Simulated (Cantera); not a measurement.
Feed: 1 mol SiCl4, 11 mol O2, 3 mol H2, held at 1302 °C and 0.000290 bar.

Method: chemical equilibrium by Gibbs-energy minimisation in Cantera with the NASA 1993 tables (ideal gas, pure condensed phases). Candidate condensed phases: H2O, Si, SiO2; 30 gas species. The tables hold silica as quartz up to 1696 K and as liquid above; real silica turns to tridymite and cristobalite and melts near 1996 K. Rates play no part.

Base state: O2 0.627, HCl 0.205, H2O 0.100, Cl 0.0658, OH 0.00147, O 0.000498, Cl2 0.000141, H2 3.65e-5 (mole fractions); condensed: SiO2(β-quartz).

Problem. What changes in the equilibrium state with this change: SiCl4 replaced by SiH4?

Solution. 
| species | before | after |
|---|---|---|
| O2 | 0.627 | 0.598 |
| H2O | 0.100 | 0.398 |
| OH | 0.00147 | 0.00289 |
| HCl | 0.205 | 0 |
| Cl | 0.0658 | 0 |
| Cl2 | 0.000141 | 0 |
| ClO | 1.99e-5 | 0 |
| H2 | 3.65e-5 | 0.000149 |
| SiO2(β-quartz), mol | 1.000 | 1.000 |

Problem. What changes in the equilibrium state with this change: pressure from 0.000290 bar to 0.120 bar?

Solution. 
```json
[
 {"species": "O2", "before": "0.627", "after": "0.646"},
 {"species": "HCl", "before": "0.205", "after": "0.246"},
 {"species": "H2O", "before": "0.100", "after": "0.0834"},
 {"species": "Cl", "before": "0.0658", "after": "0.0193"},
 {"species": "H", "before": "1.47e-5", "after": "1.46e-7"},
 {"species": "Cl2", "before": "0.000141", "after": "0.00500"},
 {"species": "SiO2(β-quartz), mol", "before": "1.000", "after": "1.00"}
]
```
Gases not in the tables: Si(OH)4.
